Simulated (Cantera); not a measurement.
Charge: 1 mol CH3F, 0.65 mol F2, held at 0.0133 bar.

These are equilibrium values from Cantera (NASA tables, ideal gas, pure condensed phases), not measurements of a reactor. Candidate condensed phases: C, C6H6, C7H8, C8H18; 95 gas species. Rates play no part. All values below are at 3200 °C.

Base state: H 0.376, HF 0.274, F 0.219, C 0.0516, C3 0.0390, CF 0.0164, C2 0.0155, H2 0.00612 (mole fractions); condensed: gas only.

Task: What changes in the equilibrium state with this change: pressure from 0.0133 bar to 0.0610 bar?

Result: 
```csv
species,before,after
HF,0.274,0.476
H,0.376,0.277
F,0.219,0.113
H2,0.00612,0.0152
C,0.0516,0.0217
C3,0.0390,0.0604
C2,0.0155,0.0125
CF,0.0164,0.0162
C4H2,6.43e-7,2.17e-5
C2H2 (acetylene),9.72e-5,0.000890
C2HF,7.79e-6,5.00e-5
C5,0.000192,0.00110
```
